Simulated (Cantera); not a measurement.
What does this Cantera script print?

```python
import numpy as np
import cantera as ct

gas = ct.Solution("SiF4_NH3_mec.yaml", "gas")
gas.TPX = 1550, 13332, {'NH3': 1, 'H2': 0.16}
reactor = ct.IdealGasConstPressureReactor(gas, energy="off", clone=False)
net = ct.ReactorNet([reactor])
net.rtol, net.atol = 1e-08, 1e-18
show = ['NH3', 'H2', 'N', 'N2H2', 'H', 'NH']
times = np.geomspace(9e-06, 3, 15)

steps = ct.SolutionArray(gas, extra=["t"])
rows = []
print(f"{'t/s':>10s}{'T/K':>9s}{'P/Pa':>11s}" + "".join(f"{s:>11s}" for s in show))
for t in times:
    while net.time < t:
        t_next = net.step()
        steps.append(gas.state, t=t_next)
    rows.append([np.interp(t, steps.t, y) for y in (steps.T, steps.P, *steps(*show).X.T)])
    print(f"{t:10.3e}{rows[-1][0]:9.1f}{rows[-1][1]:11.4g}" + "".join(f"{x:11.3e}" for x in rows[-1][2:]))
rate = np.gradient(steps.T, steps.t)
print("integrator steps:", len(steps.t))
if steps.T.max() > steps.T[0] + 200:
    print(f"time of steepest temperature rise: {steps.t[rate.argmax()]:.4e} s")
gas.TPX = 1550, 13332, {'NH3': 1, 'H2': 0.16}
gas.equilibrate("TP")
print(f"equilibrium (TP): T = {gas.T:.1f} K  " + "  ".join(f"{s} {gas[s].X[0]:.3e}" for s in show))
```

Output:

```
       t/s      T/K       P/Pa        NH3         H2          N       N2H2          H         NH
 9.000e-06   1550.0  1.333e+04  8.621e-01  1.379e-01  1.054e-20  1.627e-15  4.403e-09  1.079e-14
 2.232e-05   1550.0  1.333e+04  8.621e-01  1.379e-01  4.312e-19  2.703e-14  8.050e-09  1.077e-13
 5.536e-05   1550.0  1.333e+04  8.621e-01  1.379e-01  1.940e-17  4.143e-13  1.709e-08  1.061e-12
 1.373e-04   1550.0  1.333e+04  8.621e-01  1.379e-01  7.482e-16  5.863e-12  3.952e-08  9.173e-12
 3.406e-04   1550.0  1.333e+04  8.621e-01  1.379e-01  2.035e-14  7.302e-11  9.512e-08  6.712e-11
 8.447e-04   1550.0  1.333e+04  8.621e-01  1.379e-01  4.062e-13  7.374e-10  2.329e-07  4.432e-10
 2.095e-03   1550.0  1.333e+04  8.621e-01  1.379e-01  6.799e-12  5.914e-09  5.740e-07  2.786e-09
 5.196e-03   1550.0  1.333e+04  8.620e-01  1.379e-01  1.012e-10  4.101e-08  1.412e-06  1.687e-08
 1.289e-02   1550.0  1.333e+04  8.620e-01  1.380e-01  1.188e-09  2.466e-07  3.312e-06  9.020e-08
 3.196e-02   1550.0  1.333e+04  8.617e-01  1.381e-01  4.741e-09  7.072e-07  5.463e-06  2.362e-07
 7.928e-02   1550.0  1.333e+04  8.609e-01  1.387e-01  5.382e-09  7.786e-07  5.749e-06  2.580e-07
 1.966e-01   1550.0  1.333e+04  8.588e-01  1.403e-01  5.402e-09  7.750e-07  5.817e-06  2.581e-07
 4.877e-01   1550.0  1.333e+04  8.537e-01  1.440e-01  5.447e-09  7.660e-07  5.983e-06  2.582e-07
 1.210e+00   1550.0  1.333e+04  8.412e-01  1.531e-01  5.553e-09  7.442e-07  6.391e-06  2.582e-07
 3.000e+00   1550.0  1.333e+04  8.115e-01  1.749e-01  5.770e-09  6.943e-07  7.379e-06  2.578e-07
integrator steps: 463
equilibrium (TP): T = 1550.0 K  NH3 2.282e-06  H2 7.684e-01  N 2.751e-13  N2H2 1.862e-15  H 7.611e-05  NH 4.338e-12
```

Model: the gas-phase N/H chemistry of the illustrative SiF4/NH3 mechanism in the Surface Chemkin manual (1991), integrated in Cantera. Walls and surfaces, which speed up NH3 decomposition in real reactors, are not modelled.
